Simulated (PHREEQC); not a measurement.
1 kg of water holding 0.42 mol K2CO3, 0.0088 mol KHCO3, 0.13 mol KCl and 0.0048 mol K2SO4 is evaporated at 15 °C; the solids stay in contact with the brine. CO2 is held at log p = -3.4 (atm). Solids allowed: Arcanite, Kalicinite, Misenite, Sylvite. Others were left out.

The series has 14 steps of water left (kg), from 0.9986 to 0.07686.

The numbers come from PHREEQC with the Pitzer model, pitzer.dat.

Question: Which solids form, in which order, and at which step of the series does each first stand?

Answer: Arcanite from water left = 0.1399 kg (pH 10.66); Sylvite from water left = 0.09403 kg (pH 10.88).

Complexes and solids missing from the database can't appear.
